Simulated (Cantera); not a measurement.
Feed: 1 mol Si, 1.4 mol Cl2, 2 mol H2, held at 1050 K and 1 atm.

These are equilibrium values from Cantera (NASA tables, ideal gas, pure condensed phases), not measurements of a reactor. Candidate condensed phases: Si; 19 gas species. The tables' values for SiCl3 are old estimates; treat these amounts as uncertain. Rates play no part.

Base state: H2 0.700, SiCl4 0.195, SiHCl3 0.0794, HCl 0.0178, SiH2Cl2 0.00369, SiCl3 0.00302, SiCl2 0.000850, SiH3Cl 4.46e-5 (mole fractions); condensed: Si(s).

Question: What changes in the equilibrium state with this change: temperature from 1050 K to 923.15 K?

Answer: 
```json
[
 {"species": "H2", "before": "0.700", "after": "0.708"},
 {"species": "SiCl4", "before": "0.195", "after": "0.198"},
 {"species": "SiHCl3", "before": "0.0794", "after": "0.0843"},
 {"species": "HCl", "before": "0.0178", "after": "0.00593"},
 {"species": "SiCl2", "before": "0.000850", "after": "7.14e-5"},
 {"species": "SiCl3", "before": "0.00302", "after": "0.000593"},
 {"species": "SiH3Cl", "before": "4.46e-5", "after": "3.62e-5"},
 {"species": "Si(s), mol", "before": "0.251", "after": "0.243"}
]
```
